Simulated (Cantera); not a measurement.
A perfectly stirred reactor is fed with N2O : H2 : N2 = 1 : 0.023 : 6.2 (molar parts), at 100.0 Torr; it is held at 1250 K, and followed from long to short residence time.

Computed with Cantera and GRI-Mech 3.0 (53 species, 325 reactions). GRI-Mech 3.0 was tuned for natural gas; its chemistry of N2O as a main component is partial and can be far from experiment. The mechanism lacks the step 2 NO + O2 → 2 NO2, which can matter for NO2 below about 1400 K. The temperature is held fixed by assumption; the heat of reaction is taken as removed at once.

Problem. What does this change do: temperature 1250 to 1400 K?

Solution. 
| quantity | before | after |
|---|---|---|
| x(N2O) at τ = 4.70 s | 0.0675 | 0.0130 |
| x(H2) at τ = 4.70 s | 1.65e-5 | 4.32e-6 |
| x(H2O) at τ = 4.70 s | 0.00306 | 0.00298 |
| x(H) at τ = 4.70 s | 4.16e-8 | 2.31e-7 |
| x(NO) at τ = 4.70 s | 0.00722 | 0.0171 |
| x(N2O) at τ = 97.0 ms | 0.133 | 0.111 |
| x(H2) at τ = 97.0 ms | 0.000435 | 0.000134 |
| x(H2O) at τ = 97.0 ms | 0.00273 | 0.00299 |
| x(H) at τ = 97.0 ms | 8.52e-7 | 6.95e-7 |
| x(NO) at τ = 97.0 ms | 0.000311 | 0.00390 |

Problem. What does this change do: temperature 1250 to 1548 K?

Solution. 
```tsv
quantity	before	after
x(N2O) at τ = 4.70 s	0.0675	0.00251
x(H2) at τ = 4.70 s	1.65e-5	2.56e-6
x(H2O) at τ = 4.70 s	0.00306	0.00294
x(H) at τ = 4.70 s	4.16e-8	9.75e-7
x(NO) at τ = 4.70 s	0.00722	0.0196
x(N2O) at τ = 97.0 ms	0.133	0.0571
x(H2) at τ = 97.0 ms	0.000435	4.51e-5
x(H2O) at τ = 97.0 ms	0.00273	0.00297
x(H) at τ = 97.0 ms	8.52e-7	1.80e-6
x(NO) at τ = 97.0 ms	0.000311	0.0159
```
